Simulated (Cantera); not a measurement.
Feed: 1 mol Fe₂O₃, 2.7 mol CH₄, 1.1 mol CO, at 0.120 bar.

Equilibrium computed with Cantera from the NASA thermochemical tables; the gas is ideal and each condensed phase is pure. Candidate condensed phases: C, C₆H₆, C₇H₈, C₈H₁₈, Fe, Fe(CO)₅, FeO, Fe(OH)₂, Fe(OH)₃, Fe₂O₃, Fe₃O₄, H₂O; 114 gas species. The numbers say what is thermodynamically allowed, not how fast it happens.

log p: log10 of the partial pressure in bar; n: condensed amount in mol.

```tsv
T (K)	log p H₂	log p CO	log p H₂O	log p CO₂	log p H	log p Fe	log p CH₄	n Fe(α)	n Fe(γ)	n Fe(δ)	n Fe(l)
1000	-1.17	-1.32	-2.68	-2.68	-9.23	<-12	-3.57	2.00	0	0	0
1075	-1.17	-1.32	-2.65	-2.77	-8.42	-12.35	-4.42	2.00	0	0	0
1150	-1.17	-1.32	-2.61	-2.83	-7.71	-11.07	-5.17	2.00	0	0	0
1225	-1.17	-1.32	-2.58	…	…	…	…	0	2.00	0	0
1300	-1.17	-1.31	-2.56	-2.95	-6.54	-8.96	-6.41	0	2.00	0	0
1375	-1.17	-1.31	-2.54	-3.00	-6.05	-8.09	-6.93	0	2.00	0	0
1450	-1.17	-1.31	-2.52	-3.04	…	…	…	0	2.00	0	0
1525	-1.17	-1.31	-2.51	-3.08	-5.21	-6.60	-7.80	0	2.00	0	0
1600	-1.17	-1.31	-2.50	-3.12	-4.85	-5.96	-8.17	0	2.00	0	0
1675	-1.17	-1.31	-2.49	-3.15	-4.52	-5.38	-8.51	0	0	2.00	0
1750	-1.17	-1.31	-2.49	-3.18	-4.22	-4.86	-8.82	0	0	2.00	0
1825	-1.17	-1.31	-2.48	-3.21	-3.94	-4.38	-9.10	0	0	0	2.00
1900	-1.17	-1.31	-2.48	-3.24	-3.69	-3.95	-9.36	0	0	0	1.99
1975	-1.18	-1.31	-2.48	-3.26	-3.45	-3.56	-9.60	0	0	0	1.98
```

Question: Complete the blanks.

Answer: 
- 1225, log p CO₂: -2.89
- 1225, log p H: -7.09
- 1225, log p Fe: -9.95
- 1225, log p CH₄: -5.83
- 1450, log p H: -5.61
- 1450, log p Fe: -7.30
- 1450, log p CH₄: -7.39
